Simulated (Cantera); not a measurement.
Adiabatic ignition

An adiabatic, constant-pressure homogeneous reactor starts with 10.2 % CH₄, 2.87 % CO, 18.2 % O₂, 68.7 % N₂, equivalence ratio 1.2, at 1650 K and 500000 Pa.

Cantera simulation using GRI-Mech 3.0 (53 species, 325 reactions); the numbers are that mechanism's predictions, not measurements.

| t (s) | T (K) | x CH₄ | x CO | x O₂ | x CH₂CO | x CH₃ |
|---|---|---|---|---|---|---|
| 2.00e-6 | 1650 | 0.102 | 0.0287 | 0.182 | 1.77e-10 | 1.62e-5 |
| 4.85e-6 | 1650 | 0.102 | 0.0287 | 0.182 | 1.20e-9 | 4.61e-5 |
| 1.18e-5 | 1650 | 0.102 | 0.0286 | 0.182 | 9.55e-9 | 0.000140 |
| 2.85e-5 | 1652 | 0.101 | 0.0286 | 0.182 | 1.76e-7 | 0.000383 |
| 6.91e-5 | 1685 | 0.0929 | 0.0301 | 0.176 | 2.33e-5 | 0.00104 |
| 0.000168 | 2947 | <1e-12 | 0.0705 | 0.00882 | <1e-12 | <1e-12 |
| 0.000406 | 2937 | <1e-12 | 0.0712 | 0.00783 | <1e-12 | <1e-12 |
| 0.000985 | 2934 | <1e-12 | 0.0714 | 0.00756 | <1e-12 | <1e-12 |
| 0.00239 | 2934 | <1e-12 | 0.0714 | 0.00756 | <1e-12 | <1e-12 |
| 0.00579 | 2934 | <1e-12 | 0.0714 | 0.00756 | <1e-12 | <1e-12 |
| 0.0140 | 2934 | <1e-12 | 0.0714 | 0.00756 | <1e-12 | <1e-12 |
| 0.0340 | 2934 | <1e-12 | 0.0714 | 0.00756 | <1e-12 | <1e-12 |
| 0.0825 | 2934 | <1e-12 | 0.0714 | 0.00756 | <1e-12 | <1e-12 |
| 0.200 | 2934 | <1e-12 | 0.0714 | 0.00756 | <1e-12 | <1e-12 |
x: mole fraction; the columns are a selection and need not sum to one.

The time of steepest temperature rise is 95.9 µs and the temperature at 0.200 s is 2934 K. The equilibrium temperature is 2934 K. The x(CH₄) at 0.200 s is <1e-12 (gas-phase equilibrium <1e-12), the x(CO) at 0.200 s comes out as 0.0714 (gas-phase equilibrium 0.0714) and the x(O₂) at 0.200 s is 0.00756 (gas-phase equilibrium 0.00756).
